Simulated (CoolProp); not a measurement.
Vapour-liquid equilibrium of hydrogen sulfide (1) + isobutane (2) at 0.101 MPa; x and y are mole fractions of (1).

The numbers come from the multi-fluid Helmholtz-energy mixture model, Lemmon 2006 and Bücker 2006; pair parameters Kunz 2012 in CoolProp.

Give the bubble temperature and the first vapour's composition at x = 0.05, 0.5, 0.65. Is there an azeotrope?

x = 0.05: 249.4 K, y = 0.411; x = 0.5: 217.7 K, y = 0.921; x = 0.65: 216.2 K, y = 0.935. No azeotrope shows between x = 0.05 and 0.95.

The pair parameters rest on a limited set of measurements; away from them the model extrapolates. With so large a gap from Raoult's law the liquid may split in two, which this calculation doesn't test in full.
